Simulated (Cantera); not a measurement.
Cantera run, input and output.

```python
import numpy as np
import cantera as ct

gas = ct.Solution("gri30.yaml")


def delay(T, t_max=10):
    gas.TPX = T, 250000, {'CH4': 1, 'O2': 1.11, 'N2': 4.18}
    reactor = ct.IdealGasReactor(gas, clone=False)
    net = ct.ReactorNet([reactor])
    net.rtol, net.atol = 1e-8, 1e-16
    while net.time < t_max:
        t_old, T_old = net.time, reactor.T
        net.step()
        if reactor.T > T + 400:  # ignition: a rise of 400 K
            return t_old + (T + 400 - T_old) / (reactor.T - T_old) * (net.time - t_old)
    return np.nan


taus = []
for T in [1225, 1300, 1375, 1450, 1525, 1600, 1675, 1750, 1825]:
    taus.append(delay(T))
    print(f"T0 = {T:6g} K   tau = {taus[-1]:.4e} s")
```

It prints:

```
T0 =   1225 K   tau = 1.8463e-02 s
T0 =   1300 K   tau = 7.0054e-03 s
T0 =   1375 K   tau = 2.8260e-03 s
T0 =   1450 K   tau = 1.2036e-03 s
T0 =   1525 K   tau = 5.4168e-04 s
T0 =   1600 K   tau = 2.5924e-04 s
T0 =   1675 K   tau = 1.3279e-04 s
T0 =   1750 K   tau = 7.2949e-05 s
T0 =   1825 K   tau = 4.2830e-05 s
```

Model: GRI-Mech 3.0 (53 species, 325 reactions), integrated in Cantera.
